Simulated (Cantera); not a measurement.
A freely propagating, adiabatic, planar premixed flame of 21.8 % H₂, 15.8 % O₂, 59.3 % N₂, 3.05 % H₂O, unburnt at 500 K and 1130 Torr; multicomponent transport, grid criteria slope 0.08 and curve 0.16, no radiation.

Model: the H2/O2 subset of GRI-Mech 3.0, which has no nitrogen chemistry, integrated in Cantera. Burning velocities carry a grid error of a few per cent, more on coarse grids. Lean hydrogen flames are cellular in practice and burn faster than this planar one.

x: mole fraction of selected species; z is measured from the peak of heat release.

```
z (mm)   T (K)  u (m/s)     x H₂    x O₂   x H₂O       x H    x O   x H₂O₂
-------  -----  -------  -------  ------  ------  --------  -----  -------
-0.696     500     2.88    0.218   0.158  0.0305     <1e-8  <1e-8    <1e-8
-0.464     500     2.88    0.218   0.158  0.0305     <1e-8  <1e-8    <1e-8
-0.348     500     2.87    0.217   0.158  0.0306     <1e-8  <1e-8  1.19e-8
-0.232     501     2.87    0.215   0.159  0.0307     <1e-8    ___  2.45e-7
-0.116     555     3.10    0.191   0.161  0.0356   3.35e-5    ___  2.80e-5
-0.0580    826     4.47    0.147   0.153  0.0669   0.00190    ___  5.47e-5
0         1207     6.40   0.0854   0.123   0.135   0.00993    ___  1.68e-5
0.0580    1479     7.78   0.0388  0.0862   0.198    0.0159    ___  5.61e-6
0.116     1632     8.56   0.0209  0.0689   0.227    0.0149    ___  3.10e-6
0.232     1785     9.31   0.0131  0.0609   0.243   0.00941    ___  1.57e-6
0.464     1913     9.90  0.00858  0.0580   0.255   0.00432    ___  8.59e-7
0.928     2000     10.3  0.00457  0.0566   0.264   0.00151    ___  5.16e-7
1.86      2050     10.5  0.00197  0.0563   0.269  0.000404    ___  3.17e-7
```

Complete the blanks.


- -0.232, x O: 5.39e-8
- -0.116, x O: 8.02e-6
- -0.0580, x O: 0.000283
- 0, x O: 0.00285
- 0.0580, x O: 0.00680
- 0.116, x O: 0.00818
- 0.232, x O: 0.00690
- 0.464, x O: 0.00431
- 0.928, x O: 0.00219
- 1.86, x O: 0.000927
